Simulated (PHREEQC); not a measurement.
**Nickel, zinc or cadmium bath (model solution)**

Dissolve 0.092 mol/kgw ZnSO4, 4.5e-05 mol/kgw KCl and 0.00154 mol/kgw H2SO4 at 25 °C. It is in equilibrium with CO2 at log p = -3.5 (atm). Otherwise closed; pH follows from the charge balance.

Equilibrium calculation in PHREEQC: ion-association model, phreeqc.dat.

This is a speciation only: nothing precipitates in the calculation.

Task: What pH does the model give?

Result: pH 2.94.

Task: In which forms is S present?

Result: SO4-2 39 %, ZnSO4 37 %, Zn(SO4)2-2 22 %, HSO4- 1.7 % of the S.
